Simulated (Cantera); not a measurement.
Input: 1 mol Cr, 0.014 mol O2, 6.2 mol N2, equilibrated at 1330 Pa.

Method: chemical equilibrium by Gibbs-energy minimisation in Cantera with the NASA 1993 tables (ideal gas, pure condensed phases). Candidate condensed phases: Cr, CrN, Cr2N, Cr2O3; 14 gas species. Equilibrium is a limit: real reactors are often held back by kinetics, nucleation or transport. All values below are at 950 K.

Base state: N2 1.00 (mole fractions); condensed: CrN(s) + Cr2O3(s).

**Question.** What changes in the equilibrium state with this change: Cr replaced by Zr?

**Answer.** 
| species | before | after |
|---|---|---|
| N2 | 1.00 | 1.00 |
| CrN(s), mol | 0.981 | 0 |
| Cr2O3(s), mol | 0.00933 | 0 |
| ZrN(s), mol | 0 | 0.986 |
| ZrO2(monoclinic), mol | 0 | 0.0140 |
ZrN: taken at fixed stoichiometry. Condensed phases not in the tables: solid solutions among these carbides, nitrides and lower oxides. Further candidate phases: Zr, ZrN, ZrO2.
